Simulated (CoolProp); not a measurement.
Ethanol at 548.11 K and 8.1 MPa flows at 2.7 m/s in a round tube of 1 mm bore and 0.25 µm roughness, fully developed (64/Re and Nu = 3.66 if laminar; Colebrook and Gnielinski if turbulent). Each further row changes one setting.

Model: reference Helmholtz-energy equation of state, Schroeder 2014, in CoolProp.

| case | Reynolds number | Darcy friction factor | pressure drop (Pa/m) | heat-transfer coefficient (W/(m² K)) | mass flow (kg/h) |
|---|---|---|---|---|---|
| as stated | 17900 | 0.0271 | 14500 | 6360 | 1.12 |
| velocity 5.4 m/s | 35700 | 0.0233 | 49800 | 11400 | 2.24 |
| diameter 2 mm | 35700 | 0.0229 | 6130 | 5640 | 4.48 |

Viscosity comes from a separate model (Kiselev 2005). Thermal conductivity comes from a separate model (Assael 2013).
